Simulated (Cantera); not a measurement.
A perfectly stirred reactor is fed with NH3 : H2 = 1 : 0.31 (molar parts), at 13300 Pa; it is held at 2050 K, and followed from long to short residence time.

Computed with Cantera and the gas-phase N/H chemistry of the illustrative SiF4/NH3 mechanism in the Surface Chemkin manual (1991). Walls and surfaces, which speed up NH3 decomposition in real reactors, are not modelled.

```
quantity                 before    after
---------------------  --------  -------
x(NH3) at τ = 0.770 s    0.0954    0.763
x(H2) at τ = 0.770 s      0.714    0.237
x(NH2) at τ = 0.770 s  0.000344  9.34e-7
x(H) at τ = 0.770 s    0.000871  1.76e-7
x(N) at τ = 0.770 s     1.34e-6   <1e-12
x(NH3) at τ = 13.0 ms     0.681    0.763
x(H2) at τ = 13.0 ms      0.295    0.237
x(NH2) at τ = 13.0 ms   0.00127  2.10e-8
x(H) at τ = 13.0 ms    0.000188  3.96e-9
x(N) at τ = 13.0 ms     9.08e-7   <1e-12
```

Question: Name the change that produced these shifts.
(A) temperature 2050 to 1775 K
(B) temperature 2050 to 1225 K
(C) H2 0.31 to 0.14 parts
(D) NH3 1 to 2.9 parts

Answer: B, temperature 2050 to 1225 K
